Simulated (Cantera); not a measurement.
Input (Python, Cantera) and output of one run.

```python
import numpy as np
import cantera as ct

gas_names = [...]  # 123 gases of nasa_gas.yaml made of C, H, O, Si
cond_names = """
    C(gr) C6H6(L) C7H8(L) C8H18(L),n-octa H2O(s) H2O(L) Si(cr) Si(L) SiC(b) SiO2(Lqz) SiO2(hqz) SiO2(L)
""".split()


# ... load() reads the species with a 1 bar reference pressure and builds the phases ...
atoms = {
    'Si': {'Si': 1},
    'CO': {'C': 1, 'O': 1},
    'H2': {'H': 2},
}
top_T = {'C(gr)': 4500, 'SiC(b)': 3050}  # K; cautious upper limits of use, not melting points


# ... equilibrate(T, P, feed) seeds the gas with the atoms and calls Mixture.equilibrate('TP', solver="vcs", rtol=1e-11, max_steps=5000) ...
results = []
T = 998  # K
P = 150  # Pa
for m in [1.5, 2.3, 3.6, 5.5, 8.4, 13, 20]:
    feed = {'Si': 1, 'CO': m, 'H2': 21}  # mol
    mix = equilibrate(T, P, feed)
    results.append((T, P, feed, dict(zip(mix.species_names, mix.species_moles))))

top = {s: max(r[3][s] / sum(r[3][g] for g in gas_names) for r in results) for s in gas_names}
cols = sorted((s for s in top if top[s] > 1e-05), key=lambda s: -top[s])[:9]
seen = [c for c in cond_names if any(r[3].get(c, 0) > 1e-12 for r in results)]
print("log10 of partial pressures in bar; condensed amounts in mol")
print(f"{'n(CO)':>10s}" + "".join(f"{s[:9]:>10s}" for s in cols + seen))
for T, P, feed, n in results:
    ng = sum(n[g] for g in gas_names)
    print(f"{feed['CO']:10.4g}" + "".join(f"{np.log10(max(n[s] / ng * P / 1e5, 1e-99)):10.3f}" for s in cols)
          + "".join(f"{n.get(c, 0):10.4g}" for c in seen))
```

It prints:

```
log10 of partial pressures in bar; condensed amounts in mol
     n(CO)        H2        CO       CO2       H2O       CH4     C(gr)    SiC(b) SiO2(hqz)
       1.5    -2.824    -6.935   -14.099   -10.148    -6.659     1.244    0.2508    0.7492
       2.3    -2.830    -4.675    -9.579    -7.894    -6.671     1.997         0         1
       3.6    -2.856    -3.974    -8.177    -7.219    -6.722     1.998         0         1
       5.5    -2.891    -3.669    -7.567    -6.949    -6.793         2         0         1
       8.4    -2.939    -3.456    -7.140    -6.784    -6.890     2.002         0         1
        13    -3.007    -3.288    -6.804    -6.684    -7.024     2.006         0         1
        20    -3.093    -3.160    -6.548    -6.642    -7.196     2.012         0         1
```

Method: chemical equilibrium by Gibbs-energy minimisation in Cantera with the NASA 1993 tables (ideal gas, pure condensed phases).
